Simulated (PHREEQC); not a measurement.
A solution holds 0.0072 mol ZnSO4, 0.16 mol CaCl2 and 0.00036 mol HCl per kg of water, at 40 °C. Closed to the air; pH follows from the charge balance.

The numbers come from PHREEQC with the ion-association model, phreeqc.dat.

### Question
The ionic strength comes out as 0.488 mol/kgw. What activity coefficients do Zn(SO4)2-2, HSO4-, CaHSO4+, ZnCl+, Ca+2 get?

### Answer
Zn(SO4)2-2 0.28, HSO4- 0.73, CaHSO4+ 0.73, ZnCl+ 0.65, Ca+2 0.25.

Precipitation was switched off in this run. At this temperature some constants are extrapolated from 25 °C, and those without enthalpy data are left unchanged.
